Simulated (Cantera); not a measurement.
Feed: 1 mol SiHCl₃, 0.057 mol Cl₂, 68 mol N₂, held at 7.50 Torr.

Cantera equilibrium calculation (NASA polynomials, part measured and part estimated; ideal gas, pure solids and liquids). Candidate condensed phases: NH₄Cl, Si, Si₃N₄; 28 gas species. N₂ is the only nitrogen source here; it is nearly inert below about 1500 K, so the nitride shown seldom forms there in practice. The numbers say what is thermodynamically allowed, not how fast it happens.

Which condensed phases are stable at each of these points (T (K)): 1123, 1223, 1323, 1423, 1523, 1623, 1723, 1823?


```tsv
T (K)	condensed phases	Si condensed (%)
1123	Si₃N₄(s)	45.3
1223	Si₃N₄(s)	43.5
1323	Si₃N₄(s)	34.1
1423	Si₃N₄(s)	10.5
1523	gas only	0.0
1623	gas only	0.0
1723	gas only	0.0
1823	gas only	0.0
```

From 1123 K to 1423 K the condensed part is Si₃N₄(s). From 1523 K to 1823 K nothing is condensed.
